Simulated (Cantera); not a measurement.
A Cantera script and what it prints.

```python
import numpy as np
import cantera as ct

gas_names = """
    CL CLO CL2 H HCL HOCL HO2 H2 H2O H2O2 O OH O2 O3 Ti TiCL TiCL2 TiCL3 TiCL4 TiO TiOCL TiOCL2 TiO2
""".split()
cond_names = """
    H2O(s) H2O(L) Ti(a) Ti(b) Ti(L) TiCL2(s) TiCL3(s) TiCL4(L) TiO(a) TiO(b) TiO(L) TiO2(ru) TiO2(L)
    Ti2O3(a) Ti2O3(b) Ti2O3(L) Ti3O5(a) Ti3O5(b) Ti3O5(L) Ti4O7(s) Ti4O7(L)
""".split()


def load(file, names, dense=False):
    # The tables refer to 1 bar. Condensed volumes are neglected.
    table = {s.name: s for s in ct.Species.list_from_file(file)}
    out = []
    for n in names:
        d = dict(table[n].input_data)
        d["thermo"] = dict(d["thermo"], **{"reference-pressure": 1e5})
        if dense:
            d["equation-of-state"] = {"model": "constant-volume", "density": "1e6 g/cm^3"}
        out.append(ct.Species.from_dict(d))
    return out


gas = ct.Solution(thermo="ideal-gas", species=load("nasa_gas.yaml", gas_names))
cond = {s.name: ct.Solution(thermo="fixed-stoichiometry", species=[s], name=s.name)
        for s in load("nasa_condensed.yaml", cond_names, dense=True)}
atoms = {
    'TiO2': {'Ti': 1, 'O': 2},
    'HCl': {'H': 1, 'CL': 1},
    'H2': {'H': 2},
}
top_T = {'TiCL2(s)': 1300, 'TiCL3(s)': 1000}  # K; cautious upper limits of use, not melting points


def equilibrate(T, P, feed):
    n = {}
    for name, mol in feed.items():
        for a, k in atoms[name].items():
            n[a] = n.get(a, 0.0) + k * mol
    gas.TPX = T, P, n
    mass = sum(n.values()) * gas.mean_molecular_weight
    gas.equilibrate("TP")
    valid = [c for c in cond.values() if c.min_temp <= T <= top_T.get(c.name, c.max_temp)]
    mix = ct.Mixture([(gas, mass / gas.mean_molecular_weight)] + [(c, 0.0) for c in valid])
    mix.T, mix.P = T, P
    mix.equilibrate("TP", solver="vcs", rtol=1e-11, max_steps=5000)
    return mix


results = []
T = 1398  # K
P = 6.9  # Pa
for m in [1.8, 3.1, 5.6, 10, 18, 32, 57]:
    feed = {'TiO2': 1, 'HCl': m, 'H2': 0.83}  # mol
    mix = equilibrate(T, P, feed)
    results.append((T, P, feed, dict(zip(mix.species_names, mix.species_moles))))

top = {s: max(r[3][s] / sum(r[3][g] for g in gas_names) for r in results) for s in gas_names}
cols = sorted((s for s in top if top[s] > 1e-05), key=lambda s: -top[s])[:8]
seen = [c for c in cond_names if any(r[3].get(c, 0) > 1e-12 for r in results)]
print("log10 of partial pressures in bar; condensed amounts in mol")
print(f"{'n(HCl)':>10s}" + "".join(f"{s[:9]:>10s}" for s in cols + seen))
for T, P, feed, n in results:
    ng = sum(n[g] for g in gas_names)
    print(f"{feed['HCl']:10.4g}" + "".join(f"{np.log10(max(n[s] / ng * P / 1e5, 1e-99)):10.3f}" for s in cols)
          + "".join(f"{n.get(c, 0):10.4g}" for c in seen))
```

It prints:

```
log10 of partial pressures in bar; condensed amounts in mol
    n(HCl)       HCL        H2        CL       H2O         H     TiCL3     TiCL4  TiO2(ru)  Ti4O7(s)
       1.8    -4.326    -4.665    -7.403    -6.807    -7.658    -8.862   -10.044    0.9766  0.005826
       3.1    -4.265    -4.839    -7.255    -6.981    -7.744    -8.416    -9.450    0.9779  0.005462
       5.6    -4.222    -5.051    -7.106    -7.194    -7.851    -7.970    -8.855    0.9841  0.003686
        10    -4.197    -5.274    -6.970    -7.339    -7.962    -7.715    -8.464    0.9964         0
        18    -4.183    -5.509    -6.837    -7.356    -8.079    -7.755    -8.371     0.994         0
        32    -4.175    -5.738    -6.715    -7.377    -8.194    -7.802    -8.296      0.99         0
        57    -4.170    -5.957    -6.601    -7.399    -8.303    -7.855    -8.235    0.9832         0
```

Method: chemical equilibrium by Gibbs-energy minimisation in Cantera with the NASA 1993 tables (ideal gas, pure condensed phases). Mutual solubility and eutectic melting of coexisting phases are not modelled. Condensed phases not in the tables: Magnéli phases beyond Ti4O7.
